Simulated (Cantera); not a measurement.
Input: 1 mol BCl3, 19 mol H2O, equilibrated at 727 °C.

Equilibrium computed with Cantera from the NASA thermochemical tables; the gas is ideal and each condensed phase is pure. Candidate condensed phases: B, B2O3, B3O3H3, H2O; 33 gas species. Gases not in the tables: H3BO3. Kinetics and transport are ignored.

### Question
At 28.0 Pa, list the 4 most abundant gas species with their mole fractions, and the condensed phases.

### Answer
H2O 0.852, HCl 0.146, HBO2 0.00145, (HBO2)3 0.000367. Condensed: B2O3(l).
